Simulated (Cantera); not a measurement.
## Premixed flame

A freely propagating, adiabatic, planar premixed flame of CO : H2 : CH4 : O2 : N2 : H2O = 1 : 1 : 0.41 : 2.53 : 9.5 : 1.4 (molar parts), equivalence ratio 0.72, unburnt at 625 K and 17000 Pa; mixture-averaged transport, grid criteria slope 0.08 and curve 0.16, no radiation.

Detailed kinetics in Cantera: GRI-Mech 3.0 (53 species, 325 reactions). Burning velocities carry a grid error of a few per cent, more on coarse grids.

```csv
z (mm),T (K),u (m/s),x CO,x H2,x CH4,x H2O,x HO2,x CH2O
-7.63,625,2.38,0.0631,0.0631,0.0259,0.0884,<1e-8,<1e-8
-5.09,625,2.38,0.0631,0.0630,0.0259,0.0884,2.01e-7,<1e-8
-3.82,625,2.38,0.0632,0.0627,0.0259,0.0884,2.64e-6,4.79e-8
-2.54,627,2.39,0.0632,0.0612,0.0259,0.0887,3.48e-5,2.05e-6
-1.27,698,2.64,0.0632,0.0537,0.0252,0.0945,8.07e-5,4.44e-5
-0.636,898,3.39,0.0642,0.0441,0.0201,0.113,5.66e-5,0.000146
0,1235,4.68,0.0674,0.0299,0.00590,0.152,4.58e-5,0.000237
0.636,1404,5.31,0.0576,0.0170,0.000324,0.176,1.36e-5,2.45e-5
1.27,1474,5.54,0.0443,0.0132,9.15e-6,0.181,9.05e-6,8.27e-7
2.54,1563,5.82,0.0281,0.0131,1.08e-8,0.181,6.91e-6,<1e-8
5.09,1666,6.16,0.0189,0.0126,<1e-8,0.184,5.28e-6,<1e-8
10.2,1774,6.50,0.0158,0.0103,<1e-8,0.190,3.87e-6,<1e-8
20.3,1874,6.82,0.0129,0.00752,<1e-8,0.198,2.63e-6,<1e-8
```
x: mole fraction of selected species; z is measured from the peak of heat release.

laminar burning velocity: 238 cm/s
thermal thickness: 2.54 mm
peak x(HO2): 8.51e-5
peak x(CH2O): 0.000270
grid points: 148
